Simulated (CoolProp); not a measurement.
Ethane at 293.15 K and 0.879 MPa is throttled through a valve to 0.306 MPa with no heat exchange. Each further row changes one setting.

Model: reference Helmholtz-energy equation of state, Bücker 2006, in CoolProp.

| case | temperature change (K) | final density (kg/m³) |
|---|---|---|
| as stated | -7.0 | 3.97 |
| outlet pressure 0.0918 MPa | -9.6 | 1.18 |
| outlet pressure 0.398 MPa | -5.9 | 5.19 |
